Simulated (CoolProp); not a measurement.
R407C at several states: Z from the reference equation and from simpler models built on Tc = 359.3 K, pc = 46.32 bar, ω = 0.363; each cubic takes its own stable root.

The numbers come from the reference Helmholtz-energy equation of state, Lemmon 2003 in CoolProp. It is a pseudo-pure fit of the blend.

```tsv
T (K)	p (bar)	phase	reference	Redlich-Kwong	Soave-Redlich-Kwong	Peng-Robinson
499.3	259	supercritical	0.8287	0.8319	0.9464	0.8824
286.7	13.2	liquid	0.04020	0.04877	0.04548	0.04010
265.3	0.284	gas	0.9931	0.9951	0.9944	0.9941
246.2	59.4	liquid	0.1861	0.2174	0.2074	0.1838
```
